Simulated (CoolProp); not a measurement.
Vapour-liquid equilibrium of CHF3 (R23) (1) + R22 (2) at 215.4 K; x and y are mole fractions of (1).

Values from CoolProp's multi-fluid Helmholtz-energy mixture model, Penoncello 2003 and Kamei 1995; pair parameters Bell 2016.

```json
[
 {"x": "0.05", "bubble pressure (MPa)": "0.06232", "y at the bubble point": "0.344", "dew pressure at overall composition x (MPa)": "0.04465", "liquid density (mol/L)": "16.97"},
 {"x": "0.2", "bubble pressure (MPa)": "0.1178", "y at the bubble point": "0.698", "dew pressure at overall composition x (MPa)": "0.05221", "liquid density (mol/L)": "17.32"},
 {"x": "0.35", "bubble pressure (MPa)": "0.1672", "y at the bubble point": "0.819", "dew pressure at overall composition x (MPa)": "0.06284", "liquid density (mol/L)": "17.67"},
 {"x": "0.5", "bubble pressure (MPa)": "0.2110", "y at the bubble point": "0.882", "dew pressure at overall composition x (MPa)": "0.07880", "liquid density (mol/L)": "18.02"},
 {"x": "0.65", "bubble pressure (MPa)": "0.2509", "y at the bubble point": "0.924", "dew pressure at overall composition x (MPa)": "0.1054", "liquid density (mol/L)": "18.38"},
 {"x": "0.8", "bubble pressure (MPa)": "0.2896", "y at the bubble point": "0.957", "dew pressure at overall composition x (MPa)": "0.1573", "liquid density (mol/L)": "18.75"},
 {"x": "0.95", "bubble pressure (MPa)": "0.3302", "y at the bubble point": "0.989", "dew pressure at overall composition x (MPa)": "0.2808", "liquid density (mol/L)": "19.13"}
]
```

No azeotrope shows between x = 0.05 and 0.95.

Pair parameters are fitted to limited data, so mixtures are less certain than the pure fluids.
